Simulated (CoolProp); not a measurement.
The fluid at 332.23 K and 0.7 MPa is compressed adiabatically to 3.09 MPa with isentropic efficiency 0.6. The same conditions are run with several fluids, on thermodynamics alone (safety and materials aside).

Model: reference Helmholtz-energy equation of state of each fluid (propyne: Polt 1992; R410A: Lemmon 2003; R22: Kamei 1995; dimethyl ether: Wu 2011; dry air: Lemmon 2000), in CoolProp. The equations of Platzer and Polt are older, rougher fits. Blends and air are pseudo-pure fits.

### Question
Rank propyne, R410A, R22, dimethyl ether, dry air by work (kJ/kg), highest first.

### Answer
dry air (295), propyne (164), dimethyl ether (139), R410A (95.1), R22 (78.9)

```csv
fluid,final temperature (K),final density (kg/m³)
propyne,439.7,40.1
R410A,443.8,67.0
R22,450.7,80.2
dimethyl ether,431.5,48.3
dry air,618.4,17.2
```
